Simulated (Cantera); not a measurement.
A closed system holds: 1 mol TiC, 0.093 mol C, 0.18 mol H2, at 2175 K.

Equilibrium computed with Cantera from the NASA thermochemical tables; the gas is ideal and each condensed phase is pure. Candidate condensed phases: C, C6H6, C7H8, C8H18, Ti, TiC; 77 gas species. TiC: taken at fixed stoichiometry. Kinetics and transport are ignored.

At 0.460 bar, list the 5 most abundant gas species with their mole fractions, and the condensed phases.

H2 0.990, H 0.00716, C2H2 (acetylene) 0.00221, CH4 0.000125, CH3 1.74e-5. Condensed: C(graphite) + TiC(s).
